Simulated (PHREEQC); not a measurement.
1.4 g of hydrous ferric oxide (600 m²/g; 0.2 weak and 0.005 strong sites per Fe, Dzombak-Morel constants, diffuse double layer) in 1 kg of water with 0.3 mol/kgw of an inert sodium salt, at 25 °C; the pH is set by adding NaOH or the inert anion's acid. Oxygen is held at 0.21 atm. No CO2 enters from the air. Nothing may precipitate in this run.

Computed with PHREEQC (ion-association model, wateq4f.dat).

```tsv
pH	surface charge σ (C/m²)	surface potential ψ (mV)
4	0.349	123
4.5	0.318	118
5	0.269	110
5.5	0.211	98
6	0.154	83
6.5	0.106	65
7	0.066	46
7.5	0.034	26
8	0.006	5
8.5	-0.021	-17
9	-0.051	-38
9.5	-0.087	-57
10	-0.132	-75
```

Species that the database lacks are ignored.
